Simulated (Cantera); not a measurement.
Cantera run, input and output.

```python
import numpy as np
import cantera as ct

gas = ct.Solution("gri30.yaml")
gas.TPX = 1223, 500000, {'H2': 1, 'O2': 1.28, 'N2': 4.82}
reactor = ct.IdealGasConstPressureReactor(gas, energy="on", clone=False)
net = ct.ReactorNet([reactor])
net.rtol, net.atol = 1e-08, 1e-16
show = ['H2', 'O2', 'NO', 'HO2', 'H2O', 'H2O2', 'OH']
times = np.geomspace(7e-06, 0.6, 11)

steps = ct.SolutionArray(gas, extra=["t"])
rows = []
print(f"{'t/s':>10s}{'T/K':>9s}{'P/Pa':>11s}" + "".join(f"{s:>11s}" for s in show))
for t in times:
    while net.time < t:
        t_next = net.step()
        steps.append(gas.state, t=t_next)
    rows.append([np.interp(t, steps.t, y) for y in (steps.T, steps.P, *steps(*show).X.T)])
    print(f"{t:10.3e}{rows[-1][0]:9.1f}{rows[-1][1]:11.4g}" + "".join(f"{x:11.3e}" for x in rows[-1][2:]))
rate = np.gradient(steps.T, steps.t)
print("integrator steps:", len(steps.t))
if steps.T.max() > steps.T[0] + 200:
    print(f"time of steepest temperature rise: {steps.t[rate.argmax()]:.4e} s")
gas.TPX = 1223, 500000, {'H2': 1, 'O2': 1.28, 'N2': 4.82}
gas.equilibrate("HP")
print(f"equilibrium (HP): T = {gas.T:.1f} K  " + "  ".join(f"{s} {gas[s].X[0]:.3e}" for s in show))
```

It prints:

```
       t/s      T/K       P/Pa         H2         O2         NO        HO2        H2O       H2O2         OH
 7.000e-06   1223.1      5e+05  1.408e-01  1.803e-01  1.570e-13  1.465e-05  2.656e-05  9.203e-08  1.618e-06
 2.180e-05   2144.2      5e+05  1.864e-03  1.146e-01  2.438e-05  2.196e-05  1.437e-01  7.307e-07  9.309e-03
 6.787e-05   2205.2      5e+05  2.530e-04  1.170e-01  3.206e-05  7.202e-06  1.492e-01  3.948e-07  3.756e-03
 2.114e-04   2206.2      5e+05  2.329e-04  1.170e-01  4.260e-05  7.102e-06  1.493e-01  3.946e-07  3.614e-03
 6.581e-04   2206.1      5e+05  2.328e-04  1.170e-01  7.506e-05  7.100e-06  1.493e-01  3.945e-07  3.613e-03
 2.049e-03   2205.9      5e+05  2.326e-04  1.169e-01  1.756e-04  7.093e-06  1.493e-01  3.942e-07  3.609e-03
 6.382e-03   2205.2      5e+05  2.318e-04  1.168e-01  4.840e-04  7.071e-06  1.493e-01  3.932e-07  3.599e-03
 1.987e-02   2203.3      5e+05  2.294e-04  1.163e-01  1.395e-03  7.005e-06  1.493e-01  3.904e-07  3.567e-03
 6.188e-02   2198.3      5e+05  2.236e-04  1.152e-01  3.732e-03  6.840e-06  1.493e-01  3.833e-07  3.488e-03
 1.927e-01   2190.7      5e+05  2.148e-04  1.135e-01  7.302e-03  6.592e-06  1.494e-01  3.726e-07  3.370e-03
 6.000e-01   2187.8      5e+05  2.116e-04  1.128e-01  8.642e-03  6.501e-06  1.494e-01  3.687e-07  3.326e-03
integrator steps: 1209
time of steepest temperature rise: 1.3660e-05 s
equilibrium (HP): T = 2187.7 K  H2 2.116e-04  O2 1.128e-01  NO 8.664e-03  HO2 6.499e-06  H2O 1.494e-01  H2O2 3.686e-07  OH 3.325e-03
```

Computed with Cantera and GRI-Mech 3.0 (53 species, 325 reactions). The hydrogen kinetics of GRI-Mech 3.0 are dated; newer H2 mechanisms differ, most at raised pressure.
